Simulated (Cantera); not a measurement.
A closed system holds: 1 mol B₂O₃, 16 mol N₂, equilibrated at 2400 K and 13300 Pa.

Cantera equilibrium calculation (NASA polynomials, part measured and part estimated; ideal gas, pure solids and liquids). Candidate condensed phases: B, BN, B₂O₃; 17 gas species. The numbers say what is thermodynamically allowed, not how fast it happens.

Q: What is the equilibrium state?

A: 
- x(N₂): 0.936
- x(B₂O₃): 0.0535
- x(BO): 0.00519
- x(BO₂): 0.00446
- x(NO): 0.000319
- x(B₂O₂): 0.000218
- x(O): 0.000167
- x(O₂): 4.92e-5
- gas amount: 17.09 mol
- log10 activity of B(l) (absent): -5.18
